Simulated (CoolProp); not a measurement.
Model: reference Helmholtz-energy equation of state, McLinden 2020, in CoolProp.

### Question
For R1336mzz(Z), give the phase and the density (kg/m³), speed of sound (m/s), fugacity coefficient at -0.85 °C and 792 kPa; -0.85 °C and 2380 kPa.

### Answer
- -0.85 °C and 792 kPa: liquid; density 1430, speed of sound 726, fugacity coefficient 0.0306
- -0.85 °C and 2380 kPa: liquid; density 1440, speed of sound 736, fugacity coefficient 0.0110
